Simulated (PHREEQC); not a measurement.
Solution (20 °C): 22 mmol/kgw NaBF4. Closed to the air; pH follows from the charge balance.

Model: ion-association model, wateq4f.dat, run in PHREEQC.

Each row changes one thing in this solution. Precipitation was switched off in this run.

| case | pH | ionic strength (mol/kgw) | HF (mol/kgw) | F- (mol/kgw) | H2F2 (mol/kgw) | HF2- (mol/kgw) |
|---|---|---|---|---|---|---|
| as made | 2.87 | 0.0235 | 0.00421 | 0.00265 | 5.53e-5 | 4.13e-5 |
| NaBF4 replaced by NH4HF2 at the same molality | (withheld) | 0.0228 | 0.0178 | 0.0214 | 0.000992 | 0.00141 |
| NaBF4 from 0.022 to 0.033 mol/kgw | (withheld) | 0.0347 | 0.00474 | 0.00281 | 7.05e-5 | 4.95e-5 |
| temperature from 20 to 50 °C | 2.94 | 0.0233 | 0.00683 | 0.00292 | 4.76e-5 | 8.70e-5 |
| 0.0004 mol/kgw CsI added | 2.87 | 0.0239 | 0.00420 | 0.00266 | 5.53e-5 | 4.13e-5 |
| diluted 10-fold with water | 3.06 | 0.00313 | 0.00204 | 0.00180 | 1.30e-5 | 1.35e-5 |
| temperature from 20 to 85 °C | 3.08 | 0.0229 | 0.0120 | 0.00349 | 3.46e-5 | 0.000177 |
| NaBF4 from 0.022 to 0.0022 mol/kgw | 3.06 | 0.00313 | 0.00204 | 0.00180 | 1.30e-5 | 1.35e-5 |

Q: What belongs in the gaps?

A: 
- NaBF4 replaced by NH4HF2 at the same molality, pH: 3.15
- NaBF4 from 0.022 to 0.033 mol/kgw, pH: 2.83

Complexes and solids missing from the database can't appear. Away from 25 °C the constants follow the database's enthalpies or fits; those with neither stay at their 25 °C values. Real BF4- forms and hydrolyses slowly; the run takes it at equilibrium.
